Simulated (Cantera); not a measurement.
What does this Cantera script print?

```python
import numpy as np
import cantera as ct

gas = ct.Solution("gri30.yaml")
gas.TPX = 1275, 1333, {'C3H8': 1, 'H2': 25}
reactor = ct.IdealGasConstPressureReactor(gas, energy="off", clone=False)
net = ct.ReactorNet([reactor])
net.rtol, net.atol = 1e-08, 1e-18
show = ['C3H8', 'H2', 'C2H6', 'C2H4', 'H', 'C2H', 'CH4']
times = np.geomspace(4e-05, 70, 10)

steps = ct.SolutionArray(gas, extra=["t"])
rows = []
print(f"{'t/s':>10s}{'T/K':>9s}{'P/Pa':>11s}" + "".join(f"{s:>11s}" for s in show))
for t in times:
    while net.time < t:
        t_next = net.step()
        steps.append(gas.state, t=t_next)
    rows.append([np.interp(t, steps.t, y) for y in (steps.T, steps.P, *steps(*show).X.T)])
    print(f"{t:10.3e}{rows[-1][0]:9.1f}{rows[-1][1]:11.4g}" + "".join(f"{x:11.3e}" for x in rows[-1][2:]))
rate = np.gradient(steps.T, steps.t)
print("integrator steps:", len(steps.t))
if steps.T.max() > steps.T[0] + 200:
    print(f"time of steepest temperature rise: {steps.t[rate.argmax()]:.4e} s")
gas.TPX = 1275, 1333, {'C3H8': 1, 'H2': 25}
gas.equilibrate("TP")
print(f"equilibrium (TP): T = {gas.T:.1f} K  " + "  ".join(f"{s} {gas[s].X[0]:.3e}" for s in show))
```

Result:

```
       t/s      T/K       P/Pa       C3H8         H2       C2H6       C2H4          H        C2H        CH4
 4.000e-05   1275.0       1333  3.845e-02  9.615e-01  4.023e-07  2.287e-06  2.094e-06  4.584e-22  1.359e-06
 1.976e-04   1275.0       1333  3.835e-02  9.614e-01  6.579e-06  7.200e-05  1.635e-05  4.546e-18  3.830e-05
 9.759e-04   1275.0       1333  3.679e-02  9.599e-01  5.290e-05  1.489e-03  8.150e-05  1.766e-14  1.222e-03
 4.820e-03   1275.0       1333  1.646e-02  9.408e-01  3.383e-04  2.046e-02  3.398e-04  2.980e-11  2.033e-02
 2.381e-02   1275.0       1333  1.408e-04  9.257e-01  8.991e-05  3.245e-02  1.388e-04  2.038e-10  3.761e-02
 1.176e-01   1275.0       1333  1.127e-06  9.258e-01  3.118e-05  2.960e-02  2.386e-05  6.215e-11  3.785e-02
 5.809e-01   1275.0       1333  4.810e-09  9.261e-01  1.841e-05  2.636e-02  8.495e-06  3.248e-11  3.779e-02
 2.869e+00   1275.0       1333  2.490e-09  9.266e-01  1.171e-05  1.817e-02  7.387e-06  5.096e-11  3.758e-02
 1.417e+01   1275.0       1333  5.159e-10  9.275e-01  3.119e-06  4.382e-03  6.453e-06  7.788e-11  3.723e-02
 7.000e+01   1275.0       1333  1.792e-10  9.277e-01  1.422e-06  1.656e-03  5.888e-06  7.710e-11  3.713e-02
integrator steps: 1111
equilibrium (TP): T = 1275.0 K  C3H8 1.761e-10  H2 9.299e-01  C2H6 1.407e-06  C2H4 1.741e-03  H 6.198e-06  C2H 8.510e-11  CH4 3.313e-02
```

Computed with Cantera and GRI-Mech 3.0 (53 species, 325 reactions). GRI-Mech 3.0 was tuned for natural gas; its chemistry of propane as a main component is partial and can be far from experiment. GRI-Mech 3.0 stops at C3 and has no aromatics, soot or wall deposition, so with more carbon than oxygen in the feed, carbon stays in small species such as C2H2 where larger ones or solid carbon would form. Radical loss at walls, strong at low pressure, is not modelled.
